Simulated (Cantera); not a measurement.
Mixture: CO : H2 : CH4 : O2 : N2 : H2O = 1 : 0.55 : 0.29 : 1.35 : 5.09 : 0.41 (molar parts), at 683 Torr, adiabatic and at constant pressure. Ignition delay is the time to a rise of 400 K.

Detailed kinetics in Cantera: GRI-Mech 3.0 (53 species, 325 reactions).

Problem. What does this change do: pressure from 683 Torr to 3750 Torr?

Solution. 
| quantity | before | after |
|---|---|---|
| delay at 1175 K | 0.453 ms | 0.227 ms |
| delay at 1275 K | 0.204 ms | 76.7 µs |
| delay at 1375 K | 0.110 ms | 34.8 µs |
| delay at 1475 K | 68.1 µs | 18.6 µs |
| delay at 1575 K | 46.0 µs | 11.1 µs |
| delay at 1675 K | 32.9 µs | 7.28 µs |
| delay at 1775 K | 24.5 µs | 5.07 µs |
| apparent activation energy between 1575 and 1775 K | 73 kJ/mol | 91 kJ/mol |

Problem. What does this change do: CH4 0.29 to 0.14 parts?

Solution. 
```csv
quantity,before,after
delay at 1175 K,0.453 ms,0.172 ms
delay at 1275 K,0.204 ms,91.9 µs
delay at 1375 K,0.110 ms,61.0 µs
delay at 1475 K,68.1 µs,46.2 µs
delay at 1575 K,46.0 µs,38.5 µs
delay at 1675 K,32.9 µs,34.8 µs
delay at 1775 K,24.5 µs,33.9 µs
```
Where the delays flatten at high temperature, the 400 K rule measures the pace of heat release, not the induction time.
